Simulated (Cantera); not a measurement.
Catalytic stagnation flow on Pt

A jet of 2.53 % CH4, 20.5 % O2, 77.0 % N2 at 300 K and 11000 Pa hits a platinum plate 4.4 cm away at a mass flux of 0.022 kg/m²/s; the plate temperature is set and raised in steps from an oxygen-covered start.

Cantera simulation using Deutschmann's 1995 Pt surface mechanism with GRI-Mech 3.0 gas chemistry; the numbers are that mechanism's predictions, not measurements. Catalytic surfaces can have several steady states; this one follows from the mechanism file's or the stated starting coverage.

```csv
plate T (K),wall x CH4,wall x O2,wall x H2O,wall x OH,wall x CO,wall x CO2,θ free Pt,θ O*,θ OH*
850,0.0203,0.194,0.00950,<1e-8,4.92e-6,0.00621,0.111,0.888,0.000847
900,0.0158,0.184,0.0178,2.86e-8,5.46e-6,0.0117,0.166,0.833,0.00109
950,0.0115,0.175,0.0257,8.83e-8,5.47e-6,0.0169,0.227,0.772,0.00121
1000,0.00827,0.168,0.0317,2.44e-7,5.27e-6,0.0209,0.291,0.707,0.00121
1050,0.00604,0.164,0.0357,5.90e-7,5.07e-6,0.0235,0.357,0.642,0.00115
1100,0.00456,0.161,0.0383,1.29e-6,4.99e-6,0.0253,0.422,0.577,0.00105
1150,0.00332,0.158,0.0402,2.69e-6,6.51e-6,0.0261,0.484,0.515,0.000945
1200,0.00245,0.157,0.0418,5.08e-6,8.08e-6,0.0271,0.544,0.455,0.000843
```
x: mole fraction at the wall; θ: surface coverage.
